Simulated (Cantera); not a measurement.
Input: 1 mol CO, 0.017 mol O2, 0.55 mol H2, at 0.0920 bar.

Cantera equilibrium calculation (NASA polynomials, part measured and part estimated; ideal gas, pure solids and liquids). Candidate condensed phases: C, C6H6, C7H8, C8H18, H2O; 110 gas species. Rates play no part. All values below are at 1498 K.

Base state: CO 0.636, H2 0.342, H2O 0.0127, CO2 0.00919, H 3.31e-5 (mole fractions); condensed: gas only.

What changes in the equilibrium state with this change: O2 from 0.017 to 0.035 mol?


```tsv
species	before	after
CO	0.636	0.626
H2	0.342	0.329
H2O	0.0127	0.0260
CO2	0.00919	0.0192
H	3.31e-5	3.25e-5
```
